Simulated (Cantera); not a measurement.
An isothermal, constant-pressure homogeneous reactor starts with NH3 : H2 = 1 : 6.2 (molar parts), at 1675 K and 165 Torr.

Model: the gas-phase N/H chemistry of the illustrative SiF4/NH3 mechanism in the Surface Chemkin manual (1991), integrated in Cantera. Walls and surfaces, which speed up NH3 decomposition in real reactors, are not modelled.

### Question
Predict: x(NH3) at 10.0 s; x(H2) at 10.0 s; x(NH2) at 10.0 s; x(N2H4) at 10.0 s; x(H) at 10.0 s; x(NH) at 10.0 s; x(N2) at 10.0 s.

### Answer
```json
{
 "x(NH3) at 10.0 s": "0.0777 (gas-phase equilibrium 1.89e-6)",
 "x(H2) at 10.0 s": "0.895 (gas-phase equilibrium 0.939)",
 "x(NH2) at 10.0 s": "3.28e-5 (gas-phase equilibrium 1.21e-9)",
 "x(N2H4) at 10.0 s": "2.61e-9 (gas-phase equilibrium <1e-12)",
 "x(H) at 10.0 s": "0.000151 (gas-phase equilibrium 0.000241)",
 "x(NH) at 10.0 s": "3.43e-7 (gas-phase equilibrium 1.94e-11)",
 "x(N2) at 10.0 s": "0.0268 (gas-phase equilibrium 0.0610)"
}
```
